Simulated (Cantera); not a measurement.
A Cantera script and what it prints.

```python
import numpy as np
import cantera as ct

gas_names = """
    H HO2 H2 H2O H2O2 O OH O2 O3 Si SiH SiH2 SiH3 SiH4 SiO SiO2 Si2 Si3
""".split()
cond_names = """
    H2O(s) H2O(L) Si(cr) Si(L) SiO2(Lqz) SiO2(hqz) SiO2(L)
""".split()


def load(file, names, dense=False):
    # The tables refer to 1 bar. Condensed volumes are neglected.
    table = {s.name: s for s in ct.Species.list_from_file(file)}
    out = []
    for n in names:
        d = dict(table[n].input_data)
        d["thermo"] = dict(d["thermo"], **{"reference-pressure": 1e5})
        if dense:
            d["equation-of-state"] = {"model": "constant-volume", "density": "1e6 g/cm^3"}
        out.append(ct.Species.from_dict(d))
    return out


gas = ct.Solution(thermo="ideal-gas", species=load("nasa_gas.yaml", gas_names))
cond = {s.name: ct.Solution(thermo="fixed-stoichiometry", species=[s], name=s.name)
        for s in load("nasa_condensed.yaml", cond_names, dense=True)}
atoms = {
    'Si2H6': {'Si': 2, 'H': 6},
    'O3': {'O': 3},
    'H2': {'H': 2},
}
top_T = {}  # K; cautious upper limits of use, not melting points


def equilibrate(T, P, feed):
    n = {}
    for name, mol in feed.items():
        for a, k in atoms[name].items():
            n[a] = n.get(a, 0.0) + k * mol
    gas.TPX = T, P, n
    mass = sum(n.values()) * gas.mean_molecular_weight
    gas.equilibrate("TP")
    valid = [c for c in cond.values() if c.min_temp <= T <= top_T.get(c.name, c.max_temp)]
    mix = ct.Mixture([(gas, mass / gas.mean_molecular_weight)] + [(c, 0.0) for c in valid])
    mix.T, mix.P = T, P
    mix.equilibrate("TP", solver="vcs", rtol=1e-11, max_steps=5000)
    return mix


results = []
feed = {'Si2H6': 1, 'O3': 0.11, 'H2': 51}  # mol
P = 10000  # Pa
for T in [898, 1048, 1198, 1348, 1498, 1648, 1798, 1948, 2098]:
    mix = equilibrate(T, P, feed)
    results.append((T, P, feed, dict(zip(mix.species_names, mix.species_moles))))

top = {s: max(r[3][s] / sum(r[3][g] for g in gas_names) for r in results) for s in gas_names}
cols = sorted((s for s in top if top[s] > 1e-05), key=lambda s: -top[s])[:8]
seen = [c for c in cond_names if any(r[3].get(c, 0) > 1e-12 for r in results)]
print("log10 of partial pressures in bar; condensed amounts in mol")
print(f"{'T/K':>10s}" + "".join(f"{s[:9]:>10s}" for s in cols + seen))
for T, P, feed, n in results:
    ng = sum(n[g] for g in gas_names)
    print(f"{T:10.4g}" + "".join(f"{np.log10(max(n[s] / ng * P / 1e5, 1e-99)):10.3f}" for s in cols)
          + "".join(f"{n.get(c, 0):10.4g}" for c in seen))
```

It prints:

```
log10 of partial pressures in bar; condensed amounts in mol
       T/K        H2         H       SiO        Si       SiH      SiH2       Si2    Si(cr)     Si(L) SiO2(hqz)
       898    -1.000   -10.461   -11.347   -18.410   -16.615   -12.462   -24.462     1.835         0     0.165
      1048    -1.000    -8.612    -8.453   -14.680   -13.521   -10.450   -19.599     1.835         0     0.165
      1198    -1.000    -7.221    -6.296   -11.890   -11.209    -8.942   -15.964     1.835         0    0.1649
      1348    -1.000    -6.136    -4.628    -9.726    -9.417    -7.771   -13.145     1.829         0    0.1586
      1498    -1.002    -5.266    -3.301    -7.998    -7.990    -6.838   -10.898     1.699         0   0.02935
      1648    -1.003    -4.552    -3.217    -6.589    -6.826    -6.075    -9.066     1.669         0         0
      1798    -1.003    -3.955    -3.217    -5.511    -5.953    -5.533    -7.732         0     1.666         0
      1948    -1.004    -3.449    -3.217    -4.634    -5.250    -5.110    -6.674         0      1.65         0
      2098    -1.008    -3.016    -3.219    -3.884    -4.652    -4.751    -5.771         0     1.574         0
```

These are equilibrium values from Cantera (NASA tables, ideal gas, pure condensed phases), not measurements of a reactor. The feed counts by its element totals alone. Mutual solubility and eutectic melting of coexisting phases are not modelled. The tables hold silica as quartz up to 1696 K and as liquid above; real silica turns to tridymite and cristobalite and melts near 1996 K. Gases not in the tables: Si2H6 and higher silanes.
